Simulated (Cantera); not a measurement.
A Cantera script and what it prints.

```python
import numpy as np
import cantera as ct

gas_names = [...]  # 76 gases of nasa_gas.yaml made of C, H
cond_names = """
    C(gr) C6H6(L) C7H8(L) C8H18(L),n-octa
""".split()


# ... load() reads the species with a 1 bar reference pressure and builds the phases ...
atoms = {
    'C': {'C': 1},
    'H2': {'H': 2},
}
top_T = {'C(gr)': 4500}  # K; cautious upper limits of use, not melting points


# ... equilibrate(T, P, feed) seeds the gas with the atoms and calls Mixture.equilibrate('TP', solver="vcs", rtol=1e-11, max_steps=5000) ...
results = []
feed = {'C': 1, 'H2': 19}  # mol
T = 1225  # K
P = 1300  # Pa
mix = equilibrate(T, P, feed)
results.append((T, P, feed, dict(zip(mix.species_names, mix.species_moles))))
x = sorted(zip(gas.X, gas.species_names), reverse=True)
print(f"T = {T:g} K  P = {P:g} Pa  gas = {mix.phase_moles(0):.4g} mol")
print("   x: " + "  ".join(f"{s} {v:.3e}" for v, s in x if v > 1e-05))
print("   condensed (mol): " + ("  ".join(f"{mix.phase(i).name} {mix.phase_moles(i):.4g}"
      for i in range(1, mix.n_phases) if mix.phase_moles(i) > 1e-12) or "none"))
```

It prints:

```
T = 1225 K  P = 1300 Pa  gas = 19 mol
   x: H2 9.998e-01  CH4 1.706e-04
   condensed (mol): C(gr) 0.9968
```

These are equilibrium values from Cantera (NASA tables, ideal gas, pure condensed phases), not measurements of a reactor.
